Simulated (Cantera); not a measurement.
Input (Python, Cantera):

```python
import numpy as np
import cantera as ct

gas = ct.Solution("gri30.yaml")
gas.TPX = 1350, 38000, {'N2O': 1}
reactor = ct.IdealGasConstPressureReactor(gas, energy="off", clone=False)
net = ct.ReactorNet([reactor])
net.rtol, net.atol = 1e-08, 1e-18
show = ['N2O', 'O', 'NO', 'O2', 'N2', 'NO2']
times = np.geomspace(2e-06, 70, 10)

steps = ct.SolutionArray(gas, extra=["t"])
rows = []
print(f"{'t/s':>10s}{'T/K':>9s}{'P/Pa':>11s}" + "".join(f"{s:>11s}" for s in show))
for t in times:
    while net.time < t:
        t_next = net.step()
        steps.append(gas.state, t=t_next)
    rows.append([np.interp(t, steps.t, y) for y in (steps.T, steps.P, *steps(*show).X.T)])
    print(f"{t:10.3e}{rows[-1][0]:9.1f}{rows[-1][1]:11.4g}" + "".join(f"{x:11.3e}" for x in rows[-1][2:]))
rate = np.gradient(steps.T, steps.t)
print("integrator steps:", len(steps.t))
if steps.T.max() > steps.T[0] + 200:
    print(f"time of steepest temperature rise: {steps.t[rate.argmax()]:.4e} s")
gas.TPX = 1350, 38000, {'N2O': 1}
gas.equilibrate("TP")
print(f"equilibrium (TP): T = {gas.T:.1f} K  " + "  ".join(f"{s} {gas[s].X[0]:.3e}" for s in show))
```

Result:

```
       t/s      T/K       P/Pa        N2O          O         NO         O2         N2        NO2
 2.000e-06   1350.0    3.8e+04  1.000e+00  2.586e-06  9.412e-08  2.260e-07  3.085e-06  5.966e-15
 1.378e-05   1350.0    3.8e+04  1.000e+00  1.059e-05  3.142e-06  7.543e-06  2.725e-05  6.590e-12
 9.495e-05   1350.0    3.8e+04  9.996e-01  1.404e-05  4.194e-05  1.007e-04  2.364e-04  1.168e-09
 6.542e-04   1350.0    3.8e+04  9.972e-01  1.404e-05  3.169e-04  7.610e-04  1.695e-03  6.434e-08
 4.508e-03   1350.0    3.8e+04  9.809e-01  1.402e-05  2.185e-03  5.252e-03  1.161e-02  2.436e-06
 3.106e-02   1350.0    3.8e+04  8.781e-01  1.385e-05  1.393e-02  3.363e-02  7.430e-02  3.799e-05
 2.140e-01   1350.0    3.8e+04  4.500e-01  1.250e-05  6.151e-02  1.524e-01  3.359e-01  1.990e-04
 1.474e+00   1350.0    3.8e+04  2.416e-02  3.129e-06  9.858e-02  2.757e-01  6.012e-01  3.678e-04
 1.016e+01   1350.0    3.8e+04  2.740e-06  3.677e-07  9.801e-02  2.838e-01  6.176e-01  6.235e-04
 7.000e+01   1350.0    3.8e+04  2.656e-06  3.678e-07  9.752e-02  2.841e-01  6.178e-01  6.207e-04
integrator steps: 1128
equilibrium (TP): T = 1350.0 K  N2O 2.316e-08  O 3.976e-07  NO 6.304e-04  O2 3.330e-01  N2 6.664e-01  NO2 4.347e-06
```

Model: GRI-Mech 3.0 (53 species, 325 reactions), integrated in Cantera. GRI-Mech 3.0 was tuned for natural gas; its chemistry of N2O as a main component is partial and can be far from experiment. The mechanism lacks the step 2 NO + O2 → 2 NO2, which can matter for NO2 below about 1400 K. The temperature is held fixed by assumption; the heat of reaction is taken as removed at once.
